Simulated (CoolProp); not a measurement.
Vapour-liquid equilibrium of n-heptane (1) + o-xylene (2) at 2.35 bar; x and y are mole fractions of (1).

Model: multi-fluid Helmholtz-energy mixture model, Span 2003 and Zhou 2012; pair parameters Bell 2016, in CoolProp.

| x | bubble temperature (°C) | y at the bubble point | dew temperature at overall composition x (°C) | liquid density (mol/L) |
|---|---|---|---|---|
| 0.05 | 173.8 | 0.148 | 177.5 | 6.878 |
| 0.2 | 161.3 | ___ | 171.8 | 6.736 |
| 0.35 | 152.4 | 0.623 | 165.6 | 6.570 |
| 0.5 | 145.7 | 0.743 | 158.7 | ___ |
| 0.65 | 140.2 | ___ | 151.0 | 6.217 |
| 0.8 | 135.5 | 0.911 | 142.3 | ___ |
| 0.95 | 131.2 | 0.979 | 133.0 | 5.872 |

### Question
What belongs in the gaps?

### Answer

- 0.2, y at the bubble point: 0.446
- 0.5, liquid density (mol/L): 6.394
- 0.65, y at the bubble point: 0.835
- 0.8, liquid density (mol/L): 6.042

No azeotrope shows between x = 0.05 and 0.95.

The pair parameters rest on a limited set of measurements; away from them the model extrapolates.
